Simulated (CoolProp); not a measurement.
Vapour-liquid equilibrium of R134a (1) + R142b (2) at 0.0293 MPa; x and y are mole fractions of (1).

Model: multi-fluid Helmholtz-energy mixture model, Tillner-Roth 1994 and Lemmon 2006; pair parameters Bell 2016, in CoolProp.

Problem. Give the bubble temperature and the first vapour's composition at x = 0.15, 0.35, 0.95. Is there an azeotrope?

Solution. x = 0.15: 233.0 K, y = 0.309; x = 0.35: 229.3 K, y = 0.560; x = 0.95: 223.4 K, y = 0.968. No azeotrope shows between x = 0.05 and 0.95.

Pair parameters are fitted to limited data, so mixtures are less certain than the pure fluids.
